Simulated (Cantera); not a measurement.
Feed: 1 mol CH₃SiCl₃, 0.033 mol C₂H₄, 1.3 mol H₂, equilibrated at 2275 K and 133 Pa.

Cantera equilibrium calculation (NASA polynomials, part measured and part estimated; ideal gas, pure solids and liquids). Candidate condensed phases: C, C₆H₆, C₇H₈, C₈H₁₈, Si, SiC; 109 gas species. The feed counts by its element totals alone. The tables' values for SiCl, SiCl₃ are old estimates; treat these amounts as uncertain. Gases not in the tables: Si₂H₆ and higher silanes. Rates play no part.

Base state: H₂ 0.305, HCl 0.299, H 0.128, Cl 0.0909, Si 0.0748, SiCl₂ 0.0704, SiCl 0.0137, SiC₂ 0.00946 (mole fractions); condensed: C(graphite) + SiC(s).

Q: What changes in the equilibrium state with this change: C₂H₄ from 0.033 to 1 mol?

A: 
| species | before | after |
|---|---|---|
| H₂ | 0.305 | 0.415 |
| HCl | 0.299 | 0.247 |
| H | 0.128 | 0.150 |
| SiCl₂ | 0.0704 | 0.0321 |
| SiCl | 0.0137 | 0.00882 |
| Cl | 0.0909 | 0.0643 |
| Si | 0.0748 | 0.0681 |
| SiCl₃ | 0.000137 | 4.43e-5 |
| C₂H₂ (acetylene) | 0.00116 | 0.00158 |
| SiH₂ | 1.71e-5 | 2.12e-5 |
| C(graphite), mol | 0.912 | 2.80 |
| SiC(s), mol | 0.00551 | 0 |
